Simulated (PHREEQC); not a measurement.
Consider water at 25 °C with 0.2 mol HF, 0.00029 mol NH4HF2, 0.033 mol H2SiF6 and 0.00057 mol HCl per kg of water. Closed to the air; pH follows from the charge balance.

Model: ion-association model, wateq4f.dat, run in PHREEQC.

Q: The ionic strength comes out as 0.102 mol/kgw. What activity coefficients do Cl-, SiF6-2, H+, F-, NH4+ get?

A: Cl- 0.76, SiF6-2 0.37, H+ 0.82, F- 0.76, NH4+ 0.78.

No solid was allowed to form. wateq4f.dat counts part of the HF as a dimer, H2F2, which phreeqc.dat doesn't know; its constant is uncertain. SiF6-2 is the database's only silicon fluoride.
